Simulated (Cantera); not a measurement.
Input (Python, Cantera) and output of one run.

```python
import numpy as np
import cantera as ct

gas_names = """
    CL CL2 H HCL H2 N NH NH2 NH3 N2 N2H2 N2H4 Si SiCL SiCL2 SiCL3 SiCL4 SiH SiHCL3 SiH2 SiH2CL2 SiH3
    SiH3CL SiH4 SiN Si2 Si2N Si3
""".split()
cond_names = """
    NH4CL(a) NH4CL(b) Si(cr) Si(L) Si3N4(a)
""".split()


# ... load() reads the species with a 1 bar reference pressure and builds the phases ...
atoms = {
    'SiH2Cl2': {'Si': 1, 'H': 2, 'CL': 2},
    'NH3': {'N': 1, 'H': 3},
    'H2': {'H': 2},
}
top_T = {'Si3N4(a)': 2400}  # K; cautious upper limits of use, not melting points


# ... equilibrate(T, P, feed) seeds the gas with the atoms and calls Mixture.equilibrate('TP', solver="vcs", rtol=1e-11, max_steps=5000) ...
results = []
feed = {'SiH2Cl2': 1, 'NH3': 3.8, 'H2': 3.1}  # mol
P = 22  # Pa
for T in [898, 948, 998, 1048, 1098, 1148, 1198, 1248, 1298, 1348, 1398, 1448, 1498, 1548]:
    mix = equilibrate(T, P, feed)
    results.append((T, P, feed, dict(zip(mix.species_names, mix.species_moles))))

top = {s: max(r[3][s] / sum(r[3][g] for g in gas_names) for r in results) for s in gas_names}
cols = sorted((s for s in top if top[s] > 0.0001), key=lambda s: -top[s])[:8]
seen = [c for c in cond_names if any(r[3].get(c, 0) > 1e-12 for r in results)]
print("log10 of partial pressures in bar; condensed amounts in mol")
print(f"{'T/K':>10s}" + "".join(f"{s[:9]:>10s}" for s in cols + seen))
for T, P, feed, n in results:
    ng = sum(n[g] for g in gas_names)
    print(f"{T:10.4g}" + "".join(f"{np.log10(max(n[s] / ng * P / 1e5, 1e-99)):10.3f}" for s in cols)
          + "".join(f"{n.get(c, 0):10.4g}" for c in seen))
```

It prints:

```
log10 of partial pressures in bar; condensed amounts in mol
       T/K        H2       HCL        N2     SiCL2         H     SiCL3     SiCL4        CL    Si(cr)  Si3N4(a)
       898    -3.793    -4.439    -4.646   -10.524   -11.857    -9.801    -7.393   -12.513         0    0.3326
       948    -3.793    -4.438    -4.646    -9.708   -11.177    -9.366    -7.496   -11.843         0    0.3327
       998    -3.793    -4.438    -4.646    -8.974   -10.564    -8.975    -7.587   -11.240         0    0.3328
      1048    -3.793    -4.438    -4.646    -8.312   -10.009    -8.622    -7.669   -10.693         0    0.3328
      1098    -3.793    -4.438    -4.646    -7.711    -9.503    -8.302    -7.745   -10.196         0    0.3325
      1148    -3.793    -4.440    -4.646    -7.167    -9.041    -8.014    -7.818    -9.743         0    0.3316
      1198    -3.793    -4.444    -4.644    -6.674    -8.618    -7.758    -7.896    -9.330         0    0.3289
      1248    -3.793    -4.453    -4.640    -6.237    -8.227    -7.545    -7.994    -8.956         0     0.322
      1298    -3.791    -4.475    -4.631    -5.863    -7.866    -7.390    -8.140    -8.623         0    0.3073
      1348    -3.790    -4.514    -4.616    -5.562    -7.530    -7.311    -8.358    -8.334         0     0.282
      1398    -3.787    -4.574    -4.596    -5.336    -7.219    -7.313    -8.660    -8.090         0     0.247
      1448    -3.784    -4.653    -4.575    -5.173    -6.928    -7.387    -9.035    -7.885         0    0.2074
      1498    -3.796    -4.712    -4.483    -5.122    -6.663    -7.534    -9.442    -7.672    0.5609         0
      1548    -3.796    -4.717    -4.483    -5.116    -6.410    -7.669    -9.774    -7.428     0.553         0
```

Equilibrium computed with Cantera from the NASA thermochemical tables; the gas is ideal and each condensed phase is pure. The tables' values for SiCl3, SiCl are old estimates; treat these amounts as uncertain.
